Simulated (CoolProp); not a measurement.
Vapour-liquid equilibrium of propylene (1) + 1-butene (2) at 7.15 °C; x and y are mole fractions of (1).

The numbers come from the multi-fluid Helmholtz-energy mixture model, Lemmon 2013 and Lemmon 2005; pair parameters Bell 2016 in CoolProp.

| x | bubble pressure, mixture model (MPa) | bubble pressure, Raoult's law (MPa) | y, mixture model | y, Raoult's law |
|---|---|---|---|---|
| 0.05 | 0.1921 | 0.1940 | 0.169 | 0.185 |
| 0.125 | 0.2309 | 0.2354 | 0.354 | 0.382 |
| 0.2 | 0.2702 | 0.2769 | 0.488 | 0.519 |
| 0.275 | 0.3097 | 0.3183 | 0.590 | 0.621 |
| 0.35 | 0.3497 | 0.3598 | 0.669 | 0.699 |
| 0.425 | 0.3901 | 0.4012 | 0.734 | 0.762 |
| 0.5 | 0.4310 | 0.4426 | 0.787 | 0.812 |
| 0.575 | 0.4723 | 0.4841 | 0.832 | 0.854 |
| 0.65 | 0.5142 | 0.5255 | 0.871 | 0.889 |
| 0.725 | 0.5567 | 0.5670 | 0.905 | 0.919 |
| 0.8 | 0.5999 | 0.6084 | 0.934 | 0.945 |
| 0.875 | 0.6438 | 0.6499 | 0.961 | 0.968 |
| 0.95 | 0.6886 | 0.6913 | 0.985 | 0.988 |

The largest gap from Raoult's law is -2.8 % in bubble pressure, at x = 0.35. No azeotrope shows between x = 0.05 and 0.95.

Pair parameters are fitted to limited data, so mixtures are less certain than the pure fluids.
